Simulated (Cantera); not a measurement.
Charge: 1 mol SiH4, 1.5 mol HCl, 220 mol H2, held at 1248 K and 0.0110 bar.

Equilibrium computed with Cantera from the NASA thermochemical tables; the gas is ideal and each condensed phase is pure. Candidate condensed phases: Si; 19 gas species. Equilibrium is a limit: real reactors are often held back by kinetics, nucleation or transport.

Problem. What is the equilibrium state?

Solution. x(H2): 0.993
x(HCl): 0.00649
x(SiCl2): 0.000106
x(H): 4.44e-6
x(SiCl3): 1.29e-6
n(Si(s)): 0.976 mol
gas amount: 223.5 mol
